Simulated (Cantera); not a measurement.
A Cantera script and what it prints.

```python
import numpy as np
import cantera as ct

gas_names = """
    H HNO HNO2 HNO3 HO2 H2 H2O H2O2 N NH NH2 NH3 NH2OH NO NO2 NO3 N2 N2H2 N2H4 N2O O OH O2 O3
""".split()
cond_names = """
    H2O(s) H2O(L)
""".split()


# ... load() reads the species with a 1 bar reference pressure and builds the phases ...
atoms = {
    'NH3': {'N': 1, 'H': 3},
    'H2O': {'H': 2, 'O': 1},
    'O2': {'O': 2},
}
top_T = {}  # K; cautious upper limits of use, not melting points


# ... equilibrate(T, P, feed) seeds the gas with the atoms and calls Mixture.equilibrate('TP', solver="vcs", rtol=1e-11, max_steps=5000) ...
results = []
feed = {'NH3': 1, 'H2O': 0.058, 'O2': 0.35}  # mol
T = 2273  # K
for P in [10, 84, 710, 6000, 50000, 420000, 3600000, 30000000]:
    mix = equilibrate(T, P, feed)
    results.append((T, P, feed, dict(zip(mix.species_names, mix.species_moles))))

top = {s: max(r[3][s] / sum(r[3][g] for g in gas_names) for r in results) for s in gas_names}
cols = sorted((s for s in top if top[s] > 1e-06), key=lambda s: -top[s])[:7]
seen = [c for c in cond_names if any(r[3].get(c, 0) > 1e-12 for r in results)]
print("log10 of partial pressures in bar; condensed amounts in mol")
print(f"{'P/Pa':>10s}" + "".join(f"{s[:9]:>10s}" for s in cols + seen))
for T, P, feed, n in results:
    ng = sum(n[g] for g in gas_names)
    print(f"{P:10.4g}" + "".join(f"{np.log10(max(n[s] / ng * P / 1e5, 1e-99)):10.3f}" for s in cols)
          + "".join(f"{n.get(c, 0):10.4g}" for c in seen))
```

It prints:

```
log10 of partial pressures in bar; condensed amounts in mol
      P/Pa        H2         H       H2O        N2         O        OH        O2
        10    -4.700    -4.426    -4.854    -4.758    -5.278    -5.389    -5.810
        84    -3.602    -3.876    -3.614    -3.739    -5.136    -4.698    -5.527
       710    -2.602    -3.377    -2.612    -2.779    -5.134    -4.196    -5.522
      6000    -1.647    -2.899    -1.665    -1.842    -5.142    -3.726    -5.537
     5e+04    -0.717    -2.434    -0.738    -0.917    -5.145    -3.264    -5.545
   4.2e+05     0.211    -1.970     0.188     0.008    -5.147    -2.802    -5.547
   3.6e+06     1.145    -1.503     1.122     0.942    -5.147    -2.335    -5.548
     3e+07     2.066    -1.043     2.043     1.862    -5.146    -1.874    -5.547
```

Method: chemical equilibrium by Gibbs-energy minimisation in Cantera with the NASA 1993 tables (ideal gas, pure condensed phases). The ideal-gas law is rough above about 30 bar.
